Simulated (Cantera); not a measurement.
Feed: 1 mol Ta₂O₅, 7.2 mol C, 2.6 mol H₂, 2.7 mol CH₄, equilibrated at 1275 K and 0.000410 bar.

Method: chemical equilibrium by Gibbs-energy minimisation in Cantera with the NASA 1993 tables (ideal gas, pure condensed phases). Candidate condensed phases: C, C₆H₆, C₇H₈, C₈H₁₈, H₂O, Ta, TaC, Ta₂O₅; 113 gas species. TaC: taken at fixed stoichiometry. Condensed phases not in the tables: Ta₂C. The numbers say what is thermodynamically allowed, not how fast it happens.

Base state: H₂ 0.615, CO 0.385, H 2.86e-5 (mole fractions); condensed: C(graphite) + TaC(s).

### Question
What changes in the equilibrium state with this change: Ta₂O₅ replaced by Cu₂O?

### Answer
```csv
species,before,after
H₂,0.615,0.889
CO,0.385,0.111
Cu,0,0.000211
H,2.86e-5,3.43e-5
"C(graphite), mol",2.90,8.90
"TaC(s), mol",2.00,0
"Cu(s), mol",0,2.00
```
Further candidate phases: Cu, CuO, Cu(OH)₂, Cu₂O.
